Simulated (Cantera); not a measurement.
A closed system holds: 1 mol Si(CH₃)₄, 0.0082 mol C₂H₂, 1700 mol H₂, equilibrated at 2623 K and 4.70 mbar.

Method: chemical equilibrium by Gibbs-energy minimisation in Cantera with the NASA 1993 tables (ideal gas, pure condensed phases). Candidate condensed phases: C, C₆H₆, C₇H₈, C₈H₁₈, Si, SiC; 87 gas species. The numbers say what is thermodynamically allowed, not how fast it happens.

Base state: H₂ 0.545, H 0.454, C₂H₂ (acetylene) 0.000780, Si 0.000435, C₂H 5.97e-5, C 5.04e-5, C₃ 1.50e-5, SiC₂ 1.28e-5 (mole fractions); condensed: gas only.

Q: What changes in the equilibrium state with this change: H₂ from 1700 to 3.9 mol?

A: 
| species | before | after |
|---|---|---|
| H₂ | 0.545 | 0.489 |
| H | 0.454 | 0.430 |
| Si | 0.000435 | 0.0513 |
| SiC₂ | 1.28e-5 | 0.0186 |
| Si₂C | 1.36e-8 | 0.000665 |
| Si₂ | 2.47e-9 | 3.44e-5 |
| C(graphite), mol | 0 | 3.19 |
Gases not in the tables: Si₂H₆ and higher silanes.
